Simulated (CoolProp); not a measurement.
Aqueous magnesium chloride as a coolant, at 6 °C, 1 atm.

Computed with CoolProp (Melinder's fits for secondary coolants).

```
mass %  freezing point (°C)  cp (kJ/(kg K))  conductivity (W/(m K))  density (kg/m³)  viscosity (mPa s)
------  -------------------  --------------  ----------------------  ---------------  -----------------
6                      -3.8           3.819                   0.561             1052               1.85
8.6                    -6.4           3.665                   0.555             1075                ___
11.3                  -10.2           3.511                   0.548             1099               2.46
13.9                  -14.7           3.370                   0.541             1123               2.85
16.6                  -20.1           3.232                   0.534              ___               3.22
19.2                    ___           3.108                     ___             1172               3.74
21.9                  -35.1           2.987                   0.518             1200               5.57
24.5                  -47.2           2.875                   0.505             1231               15.4
27.2                  -66.9           2.754                   0.483             1270                168
29.8                  -97.1           2.620                   0.446             1317              16000
```

Task: Some entries are withheld; supply them.

Result: 
- 8.6, viscosity (mPa s): 2.09
- 16.6, density (kg/m³): 1148
- 19.2, freezing point (°C): -26.4
- 19.2, conductivity (W/(m K)): 0.527
